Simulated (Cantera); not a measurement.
**Chemical vapour transport: AlN + HI + O₂**

Input: 1 mol AlN, 0.028 mol HI, 0.62 mol O₂, equilibrated at 1373.15 K.

Cantera equilibrium calculation (NASA polynomials, part measured and part estimated; ideal gas, pure solids and liquids). Candidate condensed phases: Al, AlI₃, AlN, Al₂O₃, H₂O, I₂; 41 gas species. Mutual solubility and eutectic melting of coexisting phases are not modelled. Equilibrium is a limit: real reactors are often held back by kinetics, nucleation or transport.

From 1000 Pa to 1000000 Pa the condensed part is AlN(s) + Al₂O₃(s). The main Al-bearing gas is AlI at 1000 Pa and AlI₃ at 1000000 Pa.

| P (Pa) | x N₂ | x I | x H₂ | x HI | x AlI₃ | x I₂ | x AlI | n AlN(s) | n Al₂O₃(s) |
|---|---|---|---|---|---|---|---|---|---|
| 1000 | 0.911 | 0.0555 | 0.0280 | 0.00576 | 3.52e-5 | 6.43e-5 | 0.000176 | 0.173 | 0.413 |
| 4000 | 0.913 | 0.0506 | 0.0259 | 0.0101 | 0.000213 | 0.000214 | 8.01e-5 | 0.173 | 0.413 |
| 16000 | 0.917 | 0.0421 | 0.0231 | 0.0159 | 0.000978 | 0.000591 | 3.32e-5 | 0.173 | 0.413 |
| 63000 | 0.924 | 0.0302 | 0.0206 | 0.0214 | 0.00283 | 0.00120 | 1.20e-5 | 0.172 | 0.413 |
| 250000 | 0.930 | 0.0186 | 0.0189 | 0.0251 | 0.00518 | 0.00180 | 3.69e-6 | 0.171 | 0.413 |
| 1000000 | 0.935 | 0.0103 | 0.0180 | 0.0272 | 0.00706 | 0.00222 | 1.02e-6 | 0.170 | 0.413 |
x: gas mole fraction; n: condensed amount in mol.
